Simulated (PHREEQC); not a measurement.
**Alkaline etch or developer: an equilibrium model**

Dissolve 0.002 mol/kgw LiOH, 3.1e-05 mol/kgw KCl and 0.21 mol/kgw (CH3)4NCl at 8.3 °C. Closed to the air; pH follows from the charge balance.

All values are PHREEQC results (ion-association model, phreeqc.dat), not measurements.

This is a speciation only: nothing precipitates in the calculation.

Task: Predict the pH, activity of water.

Result: pH 11.75; activity of water 0.993.

(CH3)4N+ isn't in the database: it is added as a free cation with an ion size of 4 Å. Away from 25 °C the constants follow the database's enthalpies or fits; those with neither stay at their 25 °C values.
